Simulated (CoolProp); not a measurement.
Vapour-liquid equilibrium of propane (1) + c-C4F8 (RC318) (2) at 327.6 K; x and y are mole fractions of (1).

Model: multi-fluid Helmholtz-energy mixture model, Lemmon 2009 and Platzer 1990; pair parameters Bell 2016, in CoolProp. This equation is an older, rougher fit; its heat capacities, sound speeds and derivatives of the liquid may be far off and weren't checked against measurements.

Q: Give the bubble pressure and the first vapour's composition at x = 0.05, 0.2, 0.35. Is there an azeotrope?

A: x = 0.05: 0.8601 MPa, y = 0.162; x = 0.2: 1.205 MPa, y = 0.437; x = 0.35: 1.464 MPa, y = 0.576. y crosses x between x = 0.8 and 0.95: the model has an azeotrope there.

The pair parameters rest on a limited set of measurements; away from them the model extrapolates.
